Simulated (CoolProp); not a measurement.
n-hexane at several states: Z from the reference equation and from simpler models built on Tc = 234.7 °C, pc = 3.044 MPa, ω = 0.300; each cubic takes its own stable root.

The numbers come from the reference Helmholtz-energy equation of state, Thol 2019 in CoolProp.

| T (°C) | p (MPa) | phase | reference |
|---|---|---|---|
| 225.05 | 0.103 | gas | 0.9872 |
| 70.55 | 3.77 | liquid | 0.1841 |
| 24.85 | 5.08 | liquid | 0.2676 |

Question: How far does each simpler model (Soave-Redlich-Kwong, Peng-Robinson) lie from the reference over these 3 states: mean and median of the absolute difference, and the worst?

Answer: 
- Soave-Redlich-Kwong: mean 7.0 %, median 10.4 %, worst +10.6 % at 24.85 °C and 5.08 MPa
- Peng-Robinson: mean 1.3 %, median 1.8 %, worst -2.2 % at 70.55 °C and 3.77 MPa
